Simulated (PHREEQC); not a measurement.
Dissolve 0.0084 mol HF and 0.0077 mol CuSO4 per kg of water at 25 °C. It is in equilibrium with CO2 at log p = -3.4 (atm). Otherwise closed; pH follows from the charge balance.

Equilibrium calculation in PHREEQC: ion-association model, phreeqc.dat.

```tsv
quantity	before	after
pH	2.74	2.69
ionic strength (mol/kgw)	0.0244	0.00216
HF (mol/kgw)	0.00569	0.00619
F- (mol/kgw)	0.00246	0.00211
HF2- (mol/kgw)	5.37e-5	5.01e-5
HCO3- (mol/kgw)	3.83e-9	3.08e-9
```

**Question.** Which change was made?
(A) temperature from 25 to 80 °C
(B) HF from 0.0084 to 0.0168 mol/kgw
(C) CuSO4 from 0.0077 to 0.0154 mol/kgw
(D) diluted 10-fold with water
(E) CuSO4 left out

**Answer.** E, CuSO4 left out

No solid was allowed to form.
